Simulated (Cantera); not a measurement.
# Premixed flame

A freely propagating, adiabatic, planar premixed flame of H2 : O2 : N2 = 1 : 0.217 : 0.826 (molar parts), equivalence ratio 2.3, unburnt at 300 K and 6.00 bar; mixture-averaged transport, grid criteria slope 0.08 and curve 0.16, no radiation.

Cantera simulation using the H2/O2 subset of GRI-Mech 3.0, which has no nitrogen chemistry; the numbers are that mechanism's predictions, not measurements. The hydrogen kinetics of GRI-Mech 3.0 are dated; newer H2 mechanisms differ, most at raised pressure. Burning velocities carry a grid error of a few per cent, more on coarse grids.

| z (mm) | T (K) | u (m/s) | x H2 | x O2 | x OH | x H2O2 | x H | x O |
|---|---|---|---|---|---|---|---|---|
| -0.121 | 300 | 2.34 | 0.489 | 0.106 | <1e-8 | <1e-8 | <1e-8 | <1e-8 |
| -0.0805 | 300 | 2.34 | 0.489 | 0.106 | <1e-8 | <1e-8 | <1e-8 | <1e-8 |
| -0.0604 | 301 | 2.35 | 0.489 | 0.106 | <1e-8 | 1.95e-8 | <1e-8 | <1e-8 |
| -0.0403 | 307 | 2.39 | 0.487 | 0.107 | 1.11e-8 | 6.54e-7 | <1e-8 | 4.79e-8 |
| -0.0201 | 443 | 3.32 | 0.463 | 0.109 | 1.89e-5 | 7.04e-5 | 5.63e-6 | 4.42e-6 |
| -0.0101 | 786 | 5.70 | 0.425 | 0.0979 | 0.000543 | 0.000150 | 0.00134 | 0.000103 |
| 0 | 1172 | 8.34 | 0.378 | 0.0721 | 0.000818 | 6.39e-5 | 0.00846 | 0.000491 |
| 0.0101 | 1442 | 10.2 | 0.337 | 0.0420 | 0.00121 | 9.65e-6 | 0.0186 | 0.000842 |
| 0.0201 | 1596 | 11.3 | 0.310 | 0.0203 | 0.00141 | 2.32e-6 | 0.0256 | 0.000687 |
| 0.0403 | 1729 | 12.2 | 0.292 | 0.00390 | 0.00137 | 7.47e-7 | 0.0276 | 0.000234 |
| 0.0805 | 1814 | 12.7 | 0.293 | 0.000253 | 0.00118 | 2.38e-7 | 0.0214 | 7.23e-5 |
| 0.161 | 1877 | 13.1 | 0.297 | 1.49e-5 | 0.000850 | 9.66e-8 | 0.0137 | 2.96e-5 |
| 0.322 | 1920 | 13.4 | 0.301 | 4.03e-6 | 0.000531 | 3.75e-8 | 0.00787 | 1.04e-5 |
x: mole fraction of selected species; z is measured from the peak of heat release.

```
Quantity                      Value
------------------------  ---------
laminar burning velocity   234 cm/s
thermal thickness         0.0403 mm
peak x(OH)                  0.00142
peak x(H2O2)               0.000153
peak x(H)                    0.0281
peak x(O)                  0.000847
```
